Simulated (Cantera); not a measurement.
Charge: 1 mol SiCl₄, 7 mol NH₃, 76 mol N₂.

These are equilibrium values from Cantera (NASA tables, ideal gas, pure condensed phases), not measurements of a reactor. Candidate condensed phases: NH₄Cl, Si, Si₃N₄; 28 gas species. The tables' values for SiCl₃ are old estimates. Rates play no part.

Task: What condenses at these points (T in °C, P in Pa): (1425, 3700); (1725, 5); (1225, 710); (1275, 140); (1475, 19000)?

Result: 
| T (°C) | P in Pa | condensed phases | Si condensed (%) |
|---|---|---|---|
| 1425 | 3700 | Si₃N₄ | 51.6 |
| 1725 | 5 | gas only | 0.0 |
| 1225 | 710 | Si₃N₄ | 81.1 |
| 1275 | 140 | Si₃N₄ | 39.4 |
| 1475 | 19000 | Si₃N₄ | 66.1 |
